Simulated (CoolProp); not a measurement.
Vapour-liquid equilibrium of R113 (1) + n-hexane (2) at 374.2 K; x and y are mole fractions of (1).

Model: multi-fluid Helmholtz-energy mixture model, Marx 1992 and Thol 2019; pair parameters Bell 2016, in CoolProp.

| x | bubble pressure, mixture model (bar) | bubble pressure, Raoult's law (bar) | y, mixture model | y, Raoult's law |
|---|---|---|---|---|
| 0.05 | 2.681 | 2.628 | ? | 0.085 |
| 0.2 | ? | 2.919 | 0.323 | 0.307 |
| 0.35 | ? | 3.211 | 0.489 | 0.488 |
| 0.5 | 3.722 | 3.503 | 0.623 | 0.639 |
| 0.65 | 3.981 | 3.794 | ? | 0.767 |
| 0.8 | 4.210 | 4.086 | 0.851 | 0.876 |
| 0.95 | 4.413 | 4.378 | 0.962 | 0.971 |

**Question.** What belongs in the gaps?

**Answer.** 
- 0.05, y, mixture model: 0.097
- 0.2, bubble pressure, mixture model (bar): 3.084
- 0.35, bubble pressure, mixture model (bar): 3.426
- 0.65, y, mixture model: 0.740

The largest gap from Raoult's law is +6.7 % in bubble pressure, at x = 0.35. No azeotrope shows between x = 0.05 and 0.95.

Pair parameters are fitted to limited data, so mixtures are less certain than the pure fluids.
